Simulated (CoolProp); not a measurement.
2000 sccm (0 °C, 1 atm) of nitrogen bubbles through liquid octamethyltrisiloxane (MDM) at 339 K and leaves saturated at a total pressure of 0.043 MPa (ideal gas phase). Each further row changes one setting.

Model: reference Helmholtz-energy equation of state, Thol 2017, in CoolProp.

```csv
case,vapour pressure (kPa),mole fraction of vapour,delivery (mg/min),delivery (sccm),change of delivery for a bath 1 K warmer (%)
as stated,4.83,0.112,2670,253,5.4
bath temperature 344 K,6.09,0.142,3480,330,5.4
total pressure 0.086 MPa,4.83,0.0562,1260,119,5.1
```
